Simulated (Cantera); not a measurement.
Gas mixture: 100 % NO, at 525 Torr, frozen composition.

Cantera's kinetic-theory transport with the Lennard-Jones parameters of GRI-Mech 3.0, ideal gas; thermal conductivity in the multicomponent form. The composition is frozen, though it would react at the higher temperatures.

D: mixture-averaged diffusion coefficient of that species in the mixture.

```
T (K)  ρ (kg/m³)  cp (J/kg/K)  μ (µPa s)  λ (mW/m/K)     Pr  D (cm²/s) H2O  D (cm²/s) OH  D (cm²/s) NH3
-----  ---------  -----------  ---------  ----------  -----  -------------  ------------  -------------
400        0.632        998.6       23.1           ?  0.711          0.566         0.748          0.546
500        0.505         1016       27.0           ?  0.709          0.861          1.09          0.825
600        0.421         1041       30.6           ?  0.708           1.20          1.49           1.15
700        0.361         1067       34.0           ?  0.708           1.59          1.93           1.51
800        0.316         1092       37.1           ?  0.708           2.01          2.41           1.91
900        0.281         1114       40.1           ?  0.707           2.48          2.94           2.34
1000       0.253         1133       42.9        68.8  0.707           2.98          3.50           2.81
1100       0.230         1147       45.7        74.1  0.707           3.51          4.10           3.31
```

Problem. Fill in the missing entries.

Solution. 
- 400, λ (mW/m/K): 32.5
- 500, λ (mW/m/K): 38.7
- 600, λ (mW/m/K): 45.0
- 700, λ (mW/m/K): 51.2
- 800, λ (mW/m/K): 57.3
- 900, λ (mW/m/K): 63.1
